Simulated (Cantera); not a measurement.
Feed: 1 mol SiO2, 2.2 mol C, 0.31 mol H2, at 1.00 bar.

These are equilibrium values from Cantera (NASA tables, ideal gas, pure condensed phases), not measurements of a reactor. Candidate condensed phases: C, C6H6, C7H8, C8H18, H2O, Si, SiC, SiO2; 123 gas species. Gases not in the tables: Si2H6 and higher silanes. Kinetics and transport are ignored. All values below are at 2325 K.

Base state: CO 0.691, SiO 0.172, H2 0.132, H 0.00399, Si 0.000669, SiH 8.53e-5, Si2C 5.87e-5, C2H2 (acetylene) 4.58e-5 (mole fractions); condensed: SiC(s).

What changes in the equilibrium state with this change: SiO2 replaced by TiO2?


| species | before | after |
|---|---|---|
| CO | 0.691 | 0.836 |
| H2 | 0.132 | 0.160 |
| H | 0.00399 | 0.00440 |
| SiO | 0.172 | 0 |
| TiO | 0 | 5.11e-5 |
| Si | 0.000669 | 0 |
| SiH | 8.53e-5 | 0 |
| Si2C | 5.87e-5 | 0 |
| SiC(s), mol | 0.599 | 0 |
| TiC(s), mol | 0 | 0.600 |
| TiO(l), mol | 0 | 0.400 |
Mutual solubility and eutectic melting of coexisting phases are not modelled. TiC, TiO: taken at fixed stoichiometry. Condensed phases not in the tables: solid solutions among these carbides, nitrides and lower oxides. Further candidate phases: Ti, TiC, TiO, TiO2, Ti2O3, Ti3O5, Ti4O7.

What changes in the equilibrium state with this change: SiO2 replaced by Fe3O4?


```tsv
species	before	after
CO	0.691	0.799
H2	0.132	0.0811
CO2	1.22e-5	0.0683
SiO	0.172	0
H2O	1.33e-5	0.0394
Fe	0	0.00817
Si	0.000669	0
FeO	0	0.000154
SiH	8.53e-5	0
Si2C	5.87e-5	0
SiC(s), mol	0.599	0
Fe(l), mol	0	1.45
FeO(l), mol	0	1.53
```
Each liquid is taken as pure. Mutual solubility and eutectic melting of coexisting phases are not modelled. The tables' stoichiometric FeO is somewhat more stable than real wüstite, so its field is too wide. FeO: taken at fixed stoichiometry. Further candidate phases: Fe, Fe(CO)5, FeO, Fe(OH)2, Fe(OH)3, Fe2O3, Fe3O4.
